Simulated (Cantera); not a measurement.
**Ignition delay**

Mixture: H₂ : O₂ : N₂ = 1 : 0.278 : 1.08 (molar parts), at 2550 Torr, adiabatic and at constant pressure. Ignition delay is the time to a rise of 400 K.

Detailed kinetics in Cantera: the H2/O2 subset of GRI-Mech 3.0, which has no nitrogen chemistry. The hydrogen kinetics of GRI-Mech 3.0 are dated; newer H2 mechanisms differ, most at raised pressure. Where the delays flatten at high temperature, the 400 K rule measures the pace of heat release, not the induction time.

```csv
T0 (K),delay (ms)
1250,0.0134
1300,0.01000
1350,0.00783
1400,0.00636
1450,0.00531
1500,0.00454
1550,0.00397
1600,0.00353
1650,0.00320
```
